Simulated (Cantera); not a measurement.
Charge: 1 mol MgCl2, 6.6 mol H2O, 0.99 mol H2, at 133 Pa.

Cantera equilibrium calculation (NASA polynomials, part measured and part estimated; ideal gas, pure solids and liquids). Candidate condensed phases: H2O, Mg, MgCl2, MgO, Mg(OH)2; 22 gas species. Kinetics and transport are ignored.

x: gas mole fraction; n: condensed amount in mol.

```
T (K)  x H2O  x HCl   x H2      x Cl       x H      x OH  n MgO(s)
-----  -----  -----  -----  --------  --------  --------  --------
1425   0.652  0.232  0.115  0.000105   6.34e-5   7.85e-6     0.998
1475   0.652  0.232  0.115  0.000197  0.000121   1.79e-5     0.997
1525   0.652  0.231  0.115       [?]       [?]       [?]     0.995
1575   0.652  0.231  0.115  0.000614  0.000387   7.94e-5     0.993
1625   0.652  0.229  0.115   0.00103  0.000656  0.000156     0.991
1675   0.652  0.228  0.116   0.00167   0.00108  0.000295     0.988
1725   0.652  0.226  0.116   0.00262   0.00173  0.000537     0.984
1775   0.651  0.223  0.116   0.00399   0.00270  0.000943     0.979
1825   0.649  0.220  0.116   0.00592   0.00411   0.00160     0.973
1875   0.647  0.215  0.117   0.00854   0.00614   0.00265     0.965
1925   0.642  0.209  0.118       [?]       [?]       [?]     0.955
1975   0.635  0.201  0.119    0.0163    0.0129   0.00657     0.941
2025   0.624  0.192  0.121    0.0216    0.0183   0.00990     0.918
```

Task: Some entries are withheld; supply them.

Result: 
- 1525, x Cl: 0.000354
- 1525, x H: 0.000220
- 1525, x OH: 3.86e-5
- 1925, x Cl: 0.0120
- 1925, x H: 0.00899
- 1925, x OH: 0.00423
